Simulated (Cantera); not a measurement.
## Formation from one mole of S2

Source: NASA polynomial tables (part measured, part estimated), evaluated in Cantera. Values are per mole of reaction as written; species without (g) are pure solids or liquids, kept so even where they would boil at 1 bar.

2 Ni + S2(g) → 2 NiS

| T (K) | ΔH° (kJ) | ΔS° (J/K) | ΔG° (kJ) | log10 K |
|---|---|---|---|---|
| 300 | -304.1 | -182.0 | -249.5 | 43.44 |
| 448 | -302.7 | -178.2 | -222.9 | 25.99 |
| 473 | -302.4 | -177.6 | -218.4 | 24.12 |
| 498 | -302.2 | -177.1 | -214.0 | 22.45 |
| 523 | -302.0 | -176.6 | -209.6 | 20.93 |
| 548 | -301.7 | -176.2 | -205.2 | 19.56 |
| 573 | -301.5 | -175.9 | -200.8 | 18.30 |
| 598 | -301.4 | -175.6 | -196.4 | 17.15 |

2 H2(g) + S2(g) → 2 H2S(g)

```csv
T (K),ΔH° (kJ),ΔS° (J/K),ΔG° (kJ),log10 K
300,-169.4,-78.3,-146.0,25.41
448,-172.6,-86.9,-133.7,15.59
473,-173.1,-88.0,-131.5,14.52
498,-173.6,-89.0,-129.3,13.56
523,-174.1,-90.0,-127.1,12.69
548,-174.6,-90.8,-124.8,11.90
573,-175.0,-91.6,-122.5,11.17
598,-175.4,-92.3,-120.2,10.50
```

1.5 Ni + S2(g) → 0.5 Ni3S4

| T (K) | ΔH° (kJ) | ΔS° (J/K) | ΔG° (kJ) | log10 K |
|---|---|---|---|---|
| 300 | -278.9 | -179.8 | -225.0 | 39.18 |
| 448 | -277.1 | -175.0 | -198.8 | 23.17 |
| 473 | -276.8 | -174.2 | -194.4 | 21.47 |
| 498 | -276.4 | -173.4 | -190.0 | 19.93 |
| 523 | -276.0 | -172.6 | -185.7 | 18.55 |
| 548 | -275.6 | -171.8 | -181.4 | 17.29 |
| 573 | -275.1 | -171.1 | -177.1 | 16.15 |
| 598 | -274.8 | -170.4 | -172.9 | 15.10 |

Ni + S2(g) → NiS2

| T (K) | ΔH° (kJ) | ΔS° (J/K) | ΔG° (kJ) | log10 K |
|---|---|---|---|---|
| 300 | -259.8 | -186.1 | -203.9 | 35.50 |
| 448 | -258.2 | -181.9 | -176.7 | 20.60 |
| 473 | -258.0 | -181.4 | -172.2 | 19.01 |
| 498 | -257.7 | -180.9 | -167.7 | 17.58 |
| 523 | -257.5 | -180.4 | -163.1 | 16.29 |
| 548 | -257.3 | -180.0 | -158.6 | 15.12 |
| 573 | -257.1 | -179.7 | -154.1 | 14.05 |
| 598 | -256.9 | -179.4 | -149.6 | 13.07 |
